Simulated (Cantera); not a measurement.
**Aluminium and copper etching: Al + HCl**

Input: 1 mol Al, 1.3 mol HCl, equilibrated at 0.230 bar.

Cantera equilibrium calculation (NASA polynomials, part measured and part estimated; ideal gas, pure solids and liquids). Candidate condensed phases: Al, AlCl₃; 12 gas species. The tables' values for AlCl₂ are old estimates; treat these amounts as uncertain. The numbers say what is thermodynamically allowed, not how fast it happens.

From 152 °C to 602 °C the condensed part is Al(s). From 677 °C to 827 °C the condensed part is Al(l). The main Al-bearing gas is Al₂Cl₆ at 152 °C and AlCl₃ at 827 °C.

```csv
T (°C),log p H₂,log p AlCl₃,log p Al₂Cl₆,log p AlCl,log p AlCl₂,log p HCl,n Al(s),n Al(l)
152,-0.76,-4.40,-1.24,<-12,<-12,<-12,0.567,0
227,-0.76,-3.26,-1.24,-10.66,-9.96,-10.83,0.567,0
302,-0.77,-2.43,-1.26,-8.45,-7.93,-9.16,0.567,0
377,-0.78,-1.82,-1.32,-6.77,-6.40,-7.90,0.567,0
452,-0.80,-1.41,-1.48,-5.46,-5.23,-6.92,0.567,0
527,-0.83,-1.17,-1.82,-4.44,-4.35,-6.17,0.566,0
602,-0.85,-1.08,-2.29,-3.63,-3.69,-5.58,0.566,0
677,-0.86,-1.05,-2.79,-2.98,-3.18,-5.10,0,0.562
752,-0.86,-1.06,-3.26,-2.45,-2.78,-4.68,0,0.553
827,-0.87,-1.08,-3.71,-2.01,-2.44,-4.33,0,0.529
```
log p: log10 of the partial pressure in bar; n: condensed amount in mol.
